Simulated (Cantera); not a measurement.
Thermodynamics of silicon carbide growth, feed Si(CH₃)₄ + CH₄ + H₂

A closed system holds: 1 mol Si(CH₃)₄, 0.33 mol CH₄, 420 mol H₂, at 3.30 mbar.

Cantera equilibrium calculation (NASA polynomials, part measured and part estimated; ideal gas, pure solids and liquids). Candidate condensed phases: C, C₆H₆, C₇H₈, C₈H₁₈, Si, SiC; 87 gas species. The numbers say what is thermodynamically allowed, not how fast it happens.

From 1648 K to 2023 K the condensed part is C(graphite) + SiC(s). From 2098 K to 2323 K the condensed part is C(graphite). From 2398 K to 2623 K nothing is condensed. The main Si-bearing gas is Si throughout.

| T (K) | x H₂ | x H | x C₂H₂ (acetylene) | x Si | n C(graphite) | n SiC(s) |
|---|---|---|---|---|---|---|
| 1648 | 0.998 | 0.00155 | 4.47e-5 | 9.63e-7 | 3.29 | 0.999 |
| 1723 | 0.997 | 0.00317 | 9.02e-5 | 4.97e-6 | 3.25 | 0.998 |
| 1798 | 0.994 | 0.00611 | 0.000171 | 2.23e-5 | 3.19 | 0.989 |
| 1873 | 0.988 | 0.0112 | 0.000308 | 8.87e-5 | 3.10 | 0.957 |
| 1948 | 0.980 | 0.0195 | 0.000528 | 0.000317 | 3.02 | 0.846 |
| 2023 | 0.965 | 0.0325 | 0.000862 | 0.00103 | 3.04 | 0.486 |
| 2098 | 0.944 | 0.0521 | 0.00135 | 0.00198 | 3.01 | 0 |
| 2173 | 0.915 | 0.0804 | 0.00202 | 0.00197 | 2.36 | 0 |
| 2248 | 0.875 | 0.120 | 0.00290 | 0.00191 | 1.46 | 0 |
| 2323 | 0.822 | 0.172 | 0.00398 | 0.00182 | 0.281 | 0 |
| 2398 | 0.755 | 0.238 | 0.00406 | 0.00176 | 0 | 0 |
| 2473 | 0.675 | 0.319 | 0.00379 | 0.00170 | 0 | 0 |
| 2548 | 0.583 | 0.411 | 0.00341 | 0.00162 | 0 | 0 |
| 2623 | 0.484 | 0.510 | 0.00290 | 0.00154 | 0 | 0 |
x: gas mole fraction; n: condensed amount in mol.
